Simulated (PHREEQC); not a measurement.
A PHREEQC input (ion-association model, phreeqc.dat):

```
SOLUTION 1
  temp 25
  units mg/kgw
  pH 6.22
  pe 13
  Na 142
  K 11.1
  Ca 142
  Mg 10.6
  Cl 28.1
  S(6) 15.2 as SO4
  Alkalinity 842 as HCO3 charge
  Pb 0.465
END
USE solution 1
EQUILIBRIUM_PHASES 1
  Gypsum 0 0
  CO2(g) -2.5 10
END
```

It stops with these messages:

```
ERROR: Alkalinity cannot be used with charge balance or solution phase boundary constraints.
ERROR: Program terminating due to input errors.
```

The fault: charge balance asked on alkalinity. The line should read `as HCO3` where the input has `as HCO3 charge`. With the mend the run ends at pH 8.36 and ionic strength 0.0171 mol/kgw.
